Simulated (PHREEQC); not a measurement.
Dissolve 0.0011 mol HF per kg of water at 25 °C. Closed to the air; pH follows from the charge balance.

Model: ion-association model, wateq4f.dat, run in PHREEQC.

```json
{
 "pH": "3.24",
 "ionic_strength": "0.000595 mol/kgw",
 "total_alkalinity": "-1.10 meq/kg"
}
```

```csv
species,molality,activity,log γ
H+,0.000595,0.000580,-0.012
F-,0.000594,0.000578,-0.012
HF,0.000502,0.000502,0.000
HF2-,1.15e-6,1.11e-6,-0.012
H2F2,6.57e-7,6.57e-7,0.000
```

This is a speciation only: nothing precipitates in the calculation.
